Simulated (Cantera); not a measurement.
An isothermal, constant-pressure homogeneous reactor starts with CO : O₂ : H₂O : N₂ = 0.0012 : 0.0074 : 0.00037 : 1 (molar parts), equivalence ratio 0.081, at 1273 K and 1000000 Pa. Integrator tolerance rtol = 1e-08.

Cantera simulation using GRI-Mech 3.0 (53 species, 325 reactions); the numbers are that mechanism's predictions, not measurements.

Task: What does this change do: 0.027 parts H2 added?

Result: 
```
quantity                                             before                                      after
----------------  -----------------------------------------  -----------------------------------------
x(CO) at 1.00 s    2.61e-8 (gas-phase equilibrium 4.07e-10)  0.000910 (gas-phase equilibrium 0.000687)
x(O₂) at 1.00 s     0.00674 (gas-phase equilibrium 0.00671)      <1e-12 (gas-phase equilibrium <1e-12)
x(H₂O) at 1.00 s  0.000367 (gas-phase equilibrium 0.000367)      0.0145 (gas-phase equilibrium 0.0143)
x(OH) at 1.00 s     1.70e-7 (gas-phase equilibrium 1.10e-7)  7.62e-10 (gas-phase equilibrium 3.36e-10)
x(O) at 1.00 s      6.80e-9 (gas-phase equilibrium 2.80e-9)      <1e-12 (gas-phase equilibrium <1e-12)
x(NO) at 1.00 s     2.68e-7 (gas-phase equilibrium 6.67e-5)   1.00e-9 (gas-phase equilibrium 1.58e-11)
x(CO₂) at 1.00 s    0.00119 (gas-phase equilibrium 0.00119)  0.000256 (gas-phase equilibrium 0.000480)
```
The hydrogen kinetics of GRI-Mech 3.0 are dated; newer H2 mechanisms differ, most at raised pressure.
